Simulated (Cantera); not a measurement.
## NO annealing gas

An isothermal, constant-pressure homogeneous reactor starts with 26.3 % NO, 73.7 % N2, at 1825 K and 38.3 Torr.

Computed with Cantera and GRI-Mech 3.0 (53 species, 325 reactions).

```
t (s)       x NO       x O    x N2O    x NO2   x N2      x O2
--------  ------  --------  -------  -------  -----  --------
0.000800   0.263   8.02e-7  8.04e-7  2.45e-8  0.737   2.61e-9
0.00233    0.263   2.28e-6  2.28e-6  1.87e-7  0.737   2.22e-8
0.00679    0.263   6.44e-6  6.16e-6  1.21e-6  0.737   2.01e-7
0.0198     0.263   1.84e-5  1.45e-5  5.58e-6  0.737   2.39e-6
0.0577     0.263   4.02e-5  2.45e-5  1.34e-5  0.737   3.04e-5
0.168      0.263   4.65e-5  2.74e-5  1.55e-5  0.737  0.000175
0.490      0.262   4.89e-5  2.72e-5  1.65e-5  0.737  0.000615
1.43       0.259   5.52e-5  2.64e-5  1.92e-5  0.739   0.00192
4.16       0.251   7.03e-5  2.45e-5  2.54e-5  0.743   0.00580
12.1       0.228  0.000102  1.95e-5  3.59e-5  0.754    0.0173
35.3       0.167  0.000156  9.95e-6  4.27e-5  0.785    0.0478
103       0.0660  0.000217  1.50e-6  2.42e-5  0.835    0.0985
300       0.0104  0.000243  8.08e-8  4.33e-6  0.863     0.126
```
x: mole fraction; the columns are a selection and need not sum to one.

Equilibrium at this temperature and pressure: NO 0.00374, O 0.000246, N2O 5.07e-8, NO2 1.58e-6, N2 0.866, O2 0.130 (gas phase only).
